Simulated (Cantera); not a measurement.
What does this Cantera script print?

```python
import numpy as np
import cantera as ct

gas_names = [...]  # 123 gases of nasa_gas.yaml made of C, H, O, Si
cond_names = """
    C(gr) C6H6(L) C7H8(L) C8H18(L),n-octa H2O(s) H2O(L) Si(cr) Si(L) SiC(b) SiO2(Lqz) SiO2(hqz) SiO2(L)
""".split()


# ... load() reads the species with a 1 bar reference pressure and builds the phases ...
atoms = {
    'TEOS': {'Si': 1, 'C': 8, 'H': 20, 'O': 4},
    'CO2': {'C': 1, 'O': 2},
    'O3': {'O': 3},
}
top_T = {'C(gr)': 4500, 'SiC(b)': 3050}  # K; cautious upper limits of use, not melting points


# ... equilibrate(T, P, feed) seeds the gas with the atoms and calls Mixture.equilibrate('TP', solver="vcs", rtol=1e-11, max_steps=5000) ...
results = []
feed = {'TEOS': 1, 'CO2': 6.3, 'O3': 1.2}  # mol
T = 1125  # K
P = 13332.2  # Pa
mix = equilibrate(T, P, feed)
results.append((T, P, feed, dict(zip(mix.species_names, mix.species_moles))))
x = sorted(zip(gas.X, gas.species_names), reverse=True)
print(f"T = {T:g} K  P = {P:g} Pa  gas = {mix.phase_moles(0):.4g} mol")
print("   x: " + "  ".join(f"{s} {v:.3e}" for v, s in x if v > 0.001))
print("   condensed (mol): " + ("  ".join(f"{mix.phase(i).name} {mix.phase_moles(i):.4g}"
      for i in range(1, mix.n_phases) if mix.phase_moles(i) > 1e-12) or "none"))
```

Result:

```
T = 1125 K  P = 13332.2 Pa  gas = 24.3 mol
   x: CO 4.971e-01  H2 3.423e-01  CO2 9.133e-02  H2O 6.917e-02
   condensed (mol): SiO2(hqz) 1
```

Cantera equilibrium calculation (NASA polynomials, part measured and part estimated; ideal gas, pure solids and liquids). The feed counts by its element totals alone.
